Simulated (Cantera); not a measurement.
A freely propagating, adiabatic, planar premixed flame of CH4 : O2 : N2 = 1 : 1.67 : 6.27 (molar parts), equivalence ratio 1.2, unburnt at 325 K and 0.170 bar; mixture-averaged transport, grid criteria slope 0.08 and curve 0.16, no radiation.

Model: GRI-Mech 3.0 (53 species, 325 reactions), integrated in Cantera. Burning velocities carry a grid error of a few per cent, more on coarse grids.

Q: How do the results move with these cheaper or finer settings: unity-Lewis-number transport; multicomponent transport; multicomponent+Soret transport; grid criteria slope 0.5, curve 1; grid criteria slope 0.25, curve 0.5; grid criteria slope 0.03, curve 0.06?

A: 
| setting | laminar burning velocity | thermal thickness | peak x(C2H) | peak x(C2H6) | grid points |
|---|---|---|---|---|---|
| as above | 61.3 cm/s | 1.90 mm | 5.76e-7 | 0.00148 | 162 |
| unity-Lewis-number transport | 37.7 cm/s | 2.53 mm | 3.55e-7 | 0.000990 | 146 |
| multicomponent transport | 61.2 cm/s | 1.93 mm | 5.81e-7 | 0.00151 | 162 |
| multicomponent+Soret transport | 61.0 cm/s | 1.90 mm | 5.46e-7 | 0.00145 | 162 |
| grid criteria slope 0.5, curve 1 | 66.4 cm/s | 2.11 mm | 5.33e-7 | 0.00149 | 49 |
| grid criteria slope 0.25, curve 0.5 | 62.8 cm/s | 1.99 mm | 5.67e-7 | 0.00148 | 75 |
| grid criteria slope 0.03, curve 0.06 | 60.7 cm/s | 1.89 mm | 5.77e-7 | 0.00147 | 392 |
The base run took around 30 core-seconds (rough).
Unity Lewis numbers drop preferential diffusion, which matters most where H2 and H carry the flame; Soret adds thermal diffusion.
